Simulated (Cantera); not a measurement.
Cantera run, input and output.

```python
import numpy as np
import cantera as ct

gas = ct.Solution("gri30.yaml")
gas.TPX = 1998, 100000, {'CH4': 0.25, 'N2': 11}
reactor = ct.IdealGasConstPressureReactor(gas, energy="off", clone=False)
net = ct.ReactorNet([reactor])
net.rtol, net.atol = 1e-08, 1e-18
show = ['CH4', 'C2H4', 'H', 'C2H', 'CH3', 'C2H6', 'C2H2']
times = np.geomspace(3e-06, 100, 11)

steps = ct.SolutionArray(gas, extra=["t"])
rows = []
print(f"{'t/s':>10s}{'T/K':>9s}{'P/Pa':>11s}" + "".join(f"{s:>11s}" for s in show))
for t in times:
    while net.time < t:
        t_next = net.step()
        steps.append(gas.state, t=t_next)
    rows.append([np.interp(t, steps.t, y) for y in (steps.T, steps.P, *steps(*show).X.T)])
    print(f"{t:10.3e}{rows[-1][0]:9.1f}{rows[-1][1]:11.4g}" + "".join(f"{x:11.3e}" for x in rows[-1][2:]))
rate = np.gradient(steps.T, steps.t)
print("integrator steps:", len(steps.t))
if steps.T.max() > steps.T[0] + 200:
    print(f"time of steepest temperature rise: {steps.t[rate.argmax()]:.4e} s")
gas.TPX = 1998, 100000, {'CH4': 0.25, 'N2': 11}
gas.equilibrate("TP")
print(f"equilibrium (TP): T = {gas.T:.1f} K  " + "  ".join(f"{s} {gas[s].X[0]:.3e}" for s in show))
```

It prints:

```
       t/s      T/K       P/Pa        CH4       C2H4          H        C2H        CH3       C2H6       C2H2
 3.000e-06   1998.0      1e+05  2.217e-02  8.164e-09  6.900e-06  3.234e-16  4.712e-05  4.557e-09  2.550e-11
 1.696e-05   1998.0      1e+05  2.192e-02  2.753e-06  7.825e-06  4.874e-12  2.933e-04  6.667e-07  5.864e-08
 9.587e-05   1998.0      1e+05  1.973e-02  4.114e-04  3.435e-05  2.479e-08  1.413e-03  2.520e-05  7.766e-05
 5.420e-04   1998.0      1e+05  6.459e-03  4.502e-04  1.804e-04  1.049e-06  8.986e-04  1.002e-05  6.796e-03
 3.064e-03   1998.0      1e+05  9.391e-04  1.118e-05  2.597e-04  1.604e-06  1.521e-04  2.691e-07  1.030e-02
 1.732e-02   1998.0      1e+05  1.213e-04  2.513e-06  2.856e-04  1.767e-06  2.109e-05  5.069e-09  1.076e-02
 9.791e-02   1998.0      1e+05  1.444e-05  2.373e-06  2.902e-04  1.794e-06  2.545e-06  8.161e-11  1.080e-02
 5.535e-01   1998.0      1e+05  4.555e-06  2.371e-06  2.909e-04  1.796e-06  8.045e-07  1.555e-11  1.079e-02
 3.129e+00   1998.0      1e+05  5.014e-06  2.360e-06  2.909e-04  1.788e-06  8.856e-07  1.707e-11  1.074e-02
 1.769e+01   1998.0      1e+05  6.094e-06  2.309e-06  2.910e-04  1.749e-06  1.077e-06  2.113e-11  1.051e-02
 1.000e+02   1998.0      1e+05  7.203e-06  2.123e-06  2.910e-04  1.608e-06  1.272e-06  2.570e-11  9.663e-03
integrator steps: 1482
equilibrium (TP): T = 1998.0 K  CH4 2.694e-06  C2H4 1.963e-07  H 2.911e-04  C2H 1.486e-07  CH3 4.760e-07  C2H6 3.247e-12  C2H2 8.931e-04
```

Model: GRI-Mech 3.0 (53 species, 325 reactions), integrated in Cantera. GRI-Mech 3.0 stops at C3 and has no aromatics, soot or wall deposition, so with more carbon than oxygen in the feed, carbon stays in small species such as C2H2 where larger ones or solid carbon would form.
